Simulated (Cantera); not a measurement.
Cantera run:

```python
import numpy as np
import cantera as ct

gas_names = """
    CL CL2 Fe FeCL FeCL2 FeCL3 Fe2CL4 Fe2CL6 H HCL H2 N NH NH2 NH3 N2 N2H2 N2H4
""".split()
cond_names = """
    Fe(a) Fe(c) Fe(d) Fe(L) FeCL2(s) FeCL2(L) FeCL3(s) FeCL3(L) NH4CL(a) NH4CL(b)
""".split()


# ... load() reads the species with a 1 bar reference pressure and builds the phases ...
atoms = {
    'FeCl3': {'Fe': 1, 'CL': 3},
    'H2': {'H': 2},
    'N2': {'N': 2},
}
top_T = {}  # K; cautious upper limits of use, not melting points


# ... equilibrate(T, P, feed) seeds the gas with the atoms and calls Mixture.equilibrate('TP', solver="vcs", rtol=1e-11, max_steps=5000) ...
results = []
feed = {'FeCl3': 1, 'H2': 30, 'N2': 0.3}  # mol
T = 1475  # K
P = 0.14  # Pa
mix = equilibrate(T, P, feed)
results.append((T, P, feed, dict(zip(mix.species_names, mix.species_moles))))
print(gas.report(threshold=1e-05))
for i in range(1, mix.n_phases):
    print(f"{mix.phase(i).name:16s} {mix.phase_moles(i):12.5e} mol")
```

Result:

```
       temperature   1475 K
          pressure   0.14 Pa
           density   8.0197e-08 kg/m^3
  mean mol. weight   7.0251 kg/kmol
   phase of matter   gas

                          1 kg             1 kmol
                     ---------------   ---------------
          enthalpy        5.8378e+06        4.1011e+07  J
   internal energy        4.0921e+06        2.8748e+07  J
           entropy             42963        3.0182e+05  J/K
    Gibbs function       -5.7533e+07       -4.0418e+08  J
 heat capacity c_p            4570.3             32107  J/K
 heat capacity c_v            3386.8             23793  J/K

                      mass frac. Y      mole frac. X     chem. pot. / RT
                     ---------------   ---------------   ---------------
                CL         0.0040997        0.00081243           -32.734
                Fe           0.22043          0.027729           -7.2508
             FeCL2          0.048116         0.0026669           -72.718
                 H         0.0014623          0.010191           -16.089
               HCL            0.4414          0.085053           -48.823
                H2           0.24806           0.86442           -32.179
                N2          0.036369         0.0091204           -44.137
     [  +11 minor]        6.5549e-05        5.0439e-06

Fe(c)             0.00000e+00 mol
FeCL2(L)          0.00000e+00 mol
FeCL3(L)          0.00000e+00 mol
```

Equilibrium computed with Cantera from the NASA thermochemical tables; the gas is ideal and each condensed phase is pure.
